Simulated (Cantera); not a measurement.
**SiO2 + C + N2 (carbothermic reduction)**

Feed: 1 mol SiO2, 0.35 mol C, 0.12 mol N2, held at 5330 Torr.

Equilibrium computed with Cantera from the NASA thermochemical tables; the gas is ideal and each condensed phase is pure. Candidate condensed phases: C, Si, SiC, SiO2, Si2N2O, Si3N4; 34 gas species. N2 is the only nitrogen source here; it is nearly inert below about 1500 K, so the nitride shown seldom forms there in practice. Mutual solubility and eutectic melting of coexisting phases are not modelled. The tables hold silica as quartz up to 1696 K and as liquid above; real silica turns to tridymite and cristobalite and melts near 1996 K. Kinetics and transport are ignored.

From 1075 °C to 1375 °C the condensed part is C(graphite) + SiO2(β-quartz) + Si2N2O(s). From 1475 °C to 1675 °C the condensed part is C(graphite) + SiO2(condensed) + Si2N2O(s). At 1775 °C the condensed part is SiC(s) + SiO2(l) + Si2N2O(s).

```tsv
T (°C)	x N2	x CO	x SiO	x CO2	x Si	x SiN	n C(graphite)	n SiO2(β-quartz)	n Si2N2O(s)	n SiO2(condensed)	n SiC(s)	n SiO2(l)
1075	0.975	0.0247	1.74e-9	1.29e-5	<1e-12	<1e-12	0.347	0.998	0.00101	0	0	0
1175	0.928	0.0716	3.94e-8	3.89e-5	<1e-12	<1e-12	0.341	0.994	0.00301	0	0	0
1275	0.824	0.176	6.04e-7	9.65e-5	<1e-12	<1e-12	0.326	0.984	0.00797	0	0	0
1375	0.634	0.366	6.95e-6	0.000193	2.47e-12	3.80e-12	0.292	0.961	0.0194	0	0	0
1475	0.375	0.625	6.57e-5	0.000286	8.54e-11	7.22e-11	0.221	0	0.0429	0.914	0	0
1575	0.147	0.852	0.000562	0.000291	2.74e-9	1.08e-9	0.113	0	0.0790	0.842	0	0
1675	0.0398	0.956	0.00447	0.000214	8.38e-8	1.32e-8	0.0287	0	0.107	0.785	0	0
1775	0.0289	0.949	0.0217	0.000194	1.03e-6	1.08e-7	0	0	0.109	0	0.00457	0.769
```
x: gas mole fraction; n: condensed amount in mol.
